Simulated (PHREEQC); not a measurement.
A solution holds 0.055 mol/kgw Cu(BF4)2, 0.1 mol/kgw H2SO4 and 0.16 mol/kgw H3BO3, at 20 °C. Closed to the air; pH follows from the charge balance.

Computed with PHREEQC (ion-association model, wateq4f.dat).

```
quantity                      before    after
---------------------------  -------  -------
pH                              0.98     1.24
ionic strength (mol/kgw)       0.282    0.147
BF3OH- (mol/kgw)             0.00661  0.00369
SI of CuF2:2H2O (CuF2:2H2O)    -6.29    -6.09
SI of Tenorite (CuO)           -7.75    -7.45
```

Problem. Name the change that produced these shifts.
A. H3BO3 left out
B. H2SO4 left out
C. diluted 2-fold with water

Solution. C, diluted 2-fold with water

No solid was allowed to form. Real BF4- forms and hydrolyses slowly; the run takes it at equilibrium.
